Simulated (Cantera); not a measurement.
Feed: 1 mol TiO2, a varied amount of H2, equilibrated at 1750 K and 2.30 mbar.

These are equilibrium values from Cantera (NASA tables, ideal gas, pure condensed phases), not measurements of a reactor. Candidate condensed phases: H2O, Ti, TiO, TiO2, Ti2O3, Ti3O5, Ti4O7; 12 gas species. Equilibrium is a limit: real reactors are often held back by kinetics, nucleation or transport.

Problem. At 390 mol H2, list the 3 most abundant gas species with their mole fractions, and the condensed phases.

Solution. H2 0.994, H 0.00483, H2O 0.00128. Condensed: Ti2O3(s).
